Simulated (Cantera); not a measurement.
A closed system holds: 1 mol V, 7.3 mol NH3, equilibrated at 0.735 Torr.

Cantera equilibrium calculation (NASA polynomials, part measured and part estimated; ideal gas, pure solids and liquids). Candidate condensed phases: V, VN; 11 gas species. VN: taken at fixed stoichiometry. Condensed phases not in the tables: V2N. The numbers say what is thermodynamically allowed, not how fast it happens. All values below are at 1550 K.

Base state: H2 0.776, N2 0.223, H 0.000886 (mole fractions); condensed: VN(s).

What changes in the equilibrium state with this change: pressure from 0.735 Torr to 0.000900 Torr?


| species | before | after |
|---|---|---|
| H2 | 0.776 | 0.728 |
| N2 | 0.223 | 0.247 |
| H | 0.000886 | 0.0245 |
| V | 2.67e-8 | 0.000277 |
| VN(s), mol | 1.00 | 0 |
| V(s), mol | 0 | 0.996 |
Condensed phases not in the tables: V2N, N, O or C dissolved in the metal.
